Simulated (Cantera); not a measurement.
**Adiabatic ignition**

An adiabatic, constant-volume homogeneous reactor starts with 11.8 % CH₄, 8.05 % H₂, 16.8 % O₂, 63.3 % N₂, equivalence ratio 1.6, at 1675 K and 120000 Pa.

Model: GRI-Mech 3.0 (53 species, 325 reactions), integrated in Cantera.

| t (s) | T (K) | P (bar) | x CH₄ | x H₂ | x O₂ | x CH₃ | x CO |
|---|---|---|---|---|---|---|---|
| 2.00e-6 | 1675 | 1.20 | 0.118 | 0.0805 | 0.168 | 8.85e-6 | 4.90e-10 |
| 6.32e-6 | 1675 | 1.20 | 0.118 | 0.0805 | 0.168 | 4.18e-5 | 2.02e-8 |
| 2.00e-5 | 1675 | 1.20 | 0.118 | 0.0803 | 0.168 | 0.000384 | 3.46e-6 |
| 6.32e-5 | 1865 | 1.35 | 0.0842 | 0.0845 | 0.141 | 0.00707 | 0.0106 |
| 0.000200 | 2980 | 2.35 | 2.38e-12 | 0.107 | 0.00162 | 1.12e-11 | 0.0897 |
| 0.000632 | 2974 | 2.34 | 2.50e-12 | 0.108 | 0.00151 | 1.15e-11 | 0.0899 |
| 0.00200 | 2974 | 2.34 | 2.51e-12 | 0.109 | 0.00151 | 1.16e-11 | 0.0899 |
| 0.00632 | 2974 | 2.34 | 2.51e-12 | 0.109 | 0.00151 | 1.16e-11 | 0.0899 |
| 0.0200 | 2974 | 2.34 | 2.51e-12 | 0.109 | 0.00151 | 1.16e-11 | 0.0899 |
| 0.0632 | 2974 | 2.34 | 2.51e-12 | 0.109 | 0.00151 | 1.16e-11 | 0.0899 |
| 0.200 | 2974 | 2.34 | 2.51e-12 | 0.109 | 0.00151 | 1.16e-11 | 0.0899 |
x: mole fraction; the columns are a selection and need not sum to one.

```json
{
  "time_of_steepest_temperature_rise": "72.0 µs",
  "temperature at 0.200 s": "2974 K",
  "equilibrium_temperature": "2974 K",
  "x(CH₄) at 0.200 s": "2.51e-12 (gas-phase equilibrium 2.93e-12)",
  "x(H₂) at 0.200 s": "0.109 (gas-phase equilibrium 0.109)",
  "x(O₂) at 0.200 s": "0.00151 (gas-phase equilibrium 0.00151)"
}
```
